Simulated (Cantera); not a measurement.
Cantera with NASA thermochemical tables; ideal gases at 1 bar, condensed phases pure. Values are per mole of reaction as written; species without (g) are pure solids or liquids, kept so even where they would boil at 1 bar.

2 H2(g) + 3 SiCl4(g) + Si = 4 SiHCl3(g)

```csv
T (K),ΔH° (kJ),ΔS° (J/K),ΔG° (kJ),log10 K,condensed phases
300,3.2,-18.5,8.8,-1.53,Si(s)
2623,-57.3,-76.2,142.5,-2.84,Si(l)
2673,___,___,___,___,Si(l)
2723,-57.0,-76.1,150.2,-2.88,Si(l)
2773,___,___,___,___,Si(l)
2823,-56.6,-75.9,157.8,-2.92,Si(l)
2873,-56.5,-75.9,161.5,-2.94,Si(l)
2923,-56.3,-75.8,165.3,-2.95,Si(l)
2973,-56.2,-75.8,169.1,-2.97,Si(l)
```

Problem. Some entries are withheld; supply them.

Solution. 
- 2673, ΔH° (kJ): -57.2
- 2673, ΔS° (J/K): -76.1
- 2673, ΔG° (kJ): 146.3
- 2673, log10 K: -2.86
- 2773, ΔH° (kJ): -56.8
- 2773, ΔS° (J/K): -76.0
- 2773, ΔG° (kJ): 154.0
- 2773, log10 K: -2.90
